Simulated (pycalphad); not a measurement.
CALPHAD calculation (pycalphad, COST 507 light-alloy database (1999)), 1 atm. These are 1990s assessments: newer ones move some temperatures and phases. Not assessed as a whole: an extrapolation from subsystems, which can miss ternary compounds. Phase fractions are per mole of atoms.

Give the equilibrium state of Ti-4.15Si-0.38Mn (at.%) at 1080 K.

hcp, fraction 0.780, with 0.47 Si, 0.22 Mn at.%; SITI3, fraction 0.148, with 25.0 Si, no Mn at.%; bcc, fraction 0.072, with 1.0 Si, 2.9 Mn at.%.

Give the equilibrium state of Ti-4.15Si-0.38Mn (at.%) at 1760 K.


```
T = 1760.00 K, P = 101325 Pa, N = 1 mol of atoms
G = -112015 J/mol, H = 46574 J/mol, S = 90.11 J/(mol K)  (SER reference)
chemical potentials (J/mol): Ti -104420, Si -279824, Mn -187466
phase             fraction      x(Ti)      x(Si)      x(Mn)
BCC_A2              0.6230     0.9825     0.0148     0.0027
LIQUID              0.3770     0.9087     0.0857     0.0056
```

Database names, with the compositions (at.%) that they take in these runs: SITI3: Ti 75 Si 25. BCC_A2 is bcc. An entry "none" or "no" means that the model of the phase leaves that element out.
